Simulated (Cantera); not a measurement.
## Low-pressure radical oxidation in H2/O2

A perfectly stirred reactor is fed with 9.09 % H2, 90.9 % O2, equivalence ratio 0.050, at 20.3 Torr; it is held at 1325 K, and followed from long to short residence time.

Model: GRI-Mech 3.0 (53 species, 325 reactions), integrated in Cantera. Radical loss at walls, strong at low pressure, is not modelled. The temperature is held fixed by assumption; the heat of reaction is taken as removed at once.

| τ (s) | x H2 | x O2 | x H2O2 | x H | x OH | x H2O | x HO2 |
|---|---|---|---|---|---|---|---|
| 8.5 | 3.92e-5 | 0.904 | 4.86e-8 | 1.38e-5 | 0.000814 | 0.0947 | 7.46e-7 |
| 3.1 | 7.51e-5 | 0.903 | 6.95e-8 | 3.80e-5 | 0.00114 | 0.0945 | 1.24e-6 |
| 1.1 | 0.000145 | 0.902 | 9.73e-8 | 0.000107 | 0.00161 | 0.0941 | 1.99e-6 |
| 0.41 | 0.000269 | 0.900 | 1.30e-7 | 0.000281 | 0.00222 | 0.0935 | 2.96e-6 |
| 0.15 | 0.000499 | 0.897 | 1.67e-7 | 0.000737 | 0.00306 | 0.0924 | 4.15e-6 |
| 0.054 | 0.000911 | 0.891 | 2.07e-7 | 0.00187 | 0.00417 | 0.0905 | 5.44e-6 |
| 0.020 | 0.00158 | 0.881 | 2.40e-7 | 0.00423 | 0.00548 | 0.0873 | 6.56e-6 |
| 0.0071 | 0.00269 | 0.868 | 2.66e-7 | 0.00841 | 0.00691 | 0.0825 | 7.37e-6 |
| 0.0026 | 0.00447 | 0.857 | 2.91e-7 | 0.0132 | 0.00824 | 0.0768 | 7.78e-6 |
| 0.00094 | 0.00807 | 0.853 | 3.37e-7 | 0.0170 | 0.00964 | 0.0700 | 7.96e-6 |
| 0.00034 | 0.0163 | 0.857 | 4.04e-7 | 0.0185 | 0.0111 | 0.0600 | 7.85e-6 |
x: mole fraction; the columns are a selection and need not sum to one.
